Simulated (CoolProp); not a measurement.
Vapour-liquid equilibrium of R13 (1) + isobutane (2) at -15.85 °C; x and y are mole fractions of (1).

Computed with CoolProp (multi-fluid Helmholtz-energy mixture model, Platzer 1990 and Bücker 2006; pair parameters Bell 2016). This equation is an older, rougher fit; its heat capacities, sound speeds and derivatives of the liquid may be far off and weren't checked against measurements.

```json
[
 {"x": "0.05", "bubble pressure, mixture model (kPa)": "178.3", "bubble pressure, Raoult's law (kPa)": "146.1", "y, mixture model": "0.524", "y, Raoult's law": "0.441"},
 {"x": "0.125", "bubble pressure, mixture model (kPa)": "303.4", "bubble pressure, Raoult's law (kPa)": "236.3", "y, mixture model": "0.728", "y, Raoult's law": "0.681"},
 {"x": "0.2", "bubble pressure, mixture model (kPa)": "414.0", "bubble pressure, Raoult's law (kPa)": "326.4", "y, mixture model": "0.807", "y, Raoult's law": "0.789"},
 {"x": "0.275", "bubble pressure, mixture model (kPa)": "512.1", "bubble pressure, Raoult's law (kPa)": "416.5", "y, mixture model": "0.850", "y, Raoult's law": "0.850"},
 {"x": "0.35", "bubble pressure, mixture model (kPa)": "600.0", "bubble pressure, Raoult's law (kPa)": "506.6", "y, mixture model": "0.878", "y, Raoult's law": "0.890"},
 {"x": "0.425", "bubble pressure, mixture model (kPa)": "680.1", "bubble pressure, Raoult's law (kPa)": "596.8", "y, mixture model": "0.897", "y, Raoult's law": "0.917"},
 {"x": "0.5", "bubble pressure, mixture model (kPa)": "754.8", "bubble pressure, Raoult's law (kPa)": "686.9", "y, mixture model": "0.913", "y, Raoult's law": "0.937"},
 {"x": "0.575", "bubble pressure, mixture model (kPa)": "826.3", "bubble pressure, Raoult's law (kPa)": "777.0", "y, mixture model": "0.926", "y, Raoult's law": "0.953"},
 {"x": "0.65", "bubble pressure, mixture model (kPa)": "897.1", "bubble pressure, Raoult's law (kPa)": "867.1", "y, mixture model": "0.939", "y, Raoult's law": "0.965"},
 {"x": "0.725", "bubble pressure, mixture model (kPa)": "969.4", "bubble pressure, Raoult's law (kPa)": "957.3", "y, mixture model": "0.950", "y, Raoult's law": "0.975"},
 {"x": "0.8", "bubble pressure, mixture model (kPa)": "1046", "bubble pressure, Raoult's law (kPa)": "1047", "y, mixture model": "0.962", "y, Raoult's law": "0.984"},
 {"x": "0.875", "bubble pressure, mixture model (kPa)": "1128", "bubble pressure, Raoult's law (kPa)": "1138", "y, mixture model": "0.975", "y, Raoult's law": "0.991"},
 {"x": "0.95", "bubble pressure, mixture model (kPa)": "1220", "bubble pressure, Raoult's law (kPa)": "1228", "y, mixture model": "0.989", "y, Raoult's law": "0.996"}
]
```

The largest gap from Raoult's law is +28.4 % in bubble pressure, at x = 0.125. No azeotrope shows between x = 0.05 and 0.95.

Pair parameters are fitted to limited data, so mixtures are less certain than the pure fluids. The gap from Raoult's law changes sign with composition, which may be real or a fault of the pair parameters; it wasn't checked against measurements.
